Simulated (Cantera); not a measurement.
Charge: 1 mol MgO, 0.59 mol I2, equilibrated at 952 °C and 0.133 bar.

Equilibrium computed with Cantera from the NASA thermochemical tables; the gas is ideal and each condensed phase is pure. Candidate condensed phases: I2, Mg, MgI2, MgO; 10 gas species. Equilibrium is a limit: real reactors are often held back by kinetics, nucleation or transport.

Base state: I 0.556, I2 0.444 (mole fractions); condensed: MgO(s).

What changes in the equilibrium state with this change: temperature from 952 °C to 700 °C?


```tsv
species	before	after
I2	0.444	0.889
I	0.556	0.111
MgO(s), mol	1.000	1.00
```
